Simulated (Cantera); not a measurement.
Feed: 1 mol Si, 0.099 mol CO2, 990 mol H2, equilibrated at 0.133 bar.

These are equilibrium values from Cantera (NASA tables, ideal gas, pure condensed phases), not measurements of a reactor. Candidate condensed phases: C, C6H6, C7H8, C8H18, H2O, Si, SiC, SiO2; 123 gas species. Mutual solubility and eutectic melting of coexisting phases are not modelled. Gases not in the tables: Si2H6 and higher silanes. Equilibrium is a limit: real reactors are often held back by kinetics, nucleation or transport.

**Question.** At 1775 K, list the 4 most abundant gas species with their mole fractions, and the condensed phases.

**Answer.** H2 0.999, H 0.000792, SiO 0.000183, SiH2 2.50e-5. Condensed: Si(l) + SiC(s).
